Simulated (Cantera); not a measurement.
A Cantera script and what it prints.

```python
import numpy as np
import cantera as ct

gas_names = """
    CL CL2 H HCL H2 N NH NH2 NH3 N2 N2H2 N2H4 Si SiCL SiCL2 SiCL3 SiCL4 SiH SiHCL3 SiH2 SiH2CL2 SiH3
    SiH3CL SiH4 SiN Si2 Si2N Si3
""".split()
cond_names = """
    NH4CL(a) NH4CL(b) Si(cr) Si(L) Si3N4(a)
""".split()


# ... load() reads the species with a 1 bar reference pressure and builds the phases ...
atoms = {
    'Si2H6': {'Si': 2, 'H': 6},
    'Cl2': {'CL': 2},
    'N2': {'N': 2},
}
top_T = {'Si3N4(a)': 2400}  # K; cautious upper limits of use, not melting points


# ... equilibrate(T, P, feed) seeds the gas with the atoms and calls Mixture.equilibrate('TP', solver="vcs", rtol=1e-11, max_steps=5000) ...
results = []
T = 1375  # K
P = 110000  # Pa
for m in [6.7, 9.6, 14, 20, 28, 40, 58, 83, 120]:
    feed = {'Si2H6': 1, 'Cl2': 0.0089, 'N2': m}  # mol
    mix = equilibrate(T, P, feed)
    results.append((T, P, feed, dict(zip(mix.species_names, mix.species_moles))))

top = {s: max(r[3][s] / sum(r[3][g] for g in gas_names) for r in results) for s in gas_names}
cols = sorted((s for s in top if top[s] > 1e-05), key=lambda s: -top[s])[:5]
seen = [c for c in cond_names if any(r[3].get(c, 0) > 1e-12 for r in results)]
print("log10 of partial pressures in bar; condensed amounts in mol")
print(f"{'n(N2)':>10s}" + "".join(f"{s[:9]:>10s}" for s in cols + seen))
for T, P, feed, n in results:
    ng = sum(n[g] for g in gas_names)
    print(f"{feed['N2']:10.4g}" + "".join(f"{np.log10(max(n[s] / ng * P / 1e5, 1e-99)):10.3f}" for s in cols)
          + "".join(f"{n.get(c, 0):10.4g}" for c in seen))
```

Result:

```
log10 of partial pressures in bar; condensed amounts in mol
     n(N2)        N2        H2       HCL       NH3  Si3N4(a)
       6.7    -0.152    -0.406    -2.631    -4.714    0.6667
       9.6    -0.093    -0.535    -2.760    -4.879    0.6667
        14    -0.051    -0.678    -2.903    -5.072    0.6667
        20    -0.024    -0.819    -3.044    -5.270    0.6667
        28    -0.005    -0.955    -3.181    -5.465    0.6667
        40     0.009    -1.103    -3.328    -5.679    0.6667
        58     0.019    -1.259    -3.484    -5.908    0.6667
        83     0.026    -1.411    -3.636    -6.133    0.6667
       120     0.031    -1.568    -3.793    -6.366    0.6667
```

These are equilibrium values from Cantera (NASA tables, ideal gas, pure condensed phases), not measurements of a reactor. The feed counts by its element totals alone. N2 is the only nitrogen source here; it is nearly inert below about 1500 K, so the nitride shown seldom forms there in practice.
